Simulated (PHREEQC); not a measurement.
**Acid rinse or clean: speciation**

Solution (25 °C): 0.002 mol HBr and 0.0105 mol CaCl2 per kg of water. Closed to the air; pH follows from the charge balance.

Computed with PHREEQC (ion-association model, phreeqc.dat).

This is a speciation only: nothing precipitates in the calculation.

Q: What pH, specific conductance does the model give?

A: pH 2.76; specific conductance 3160 µS/cm.
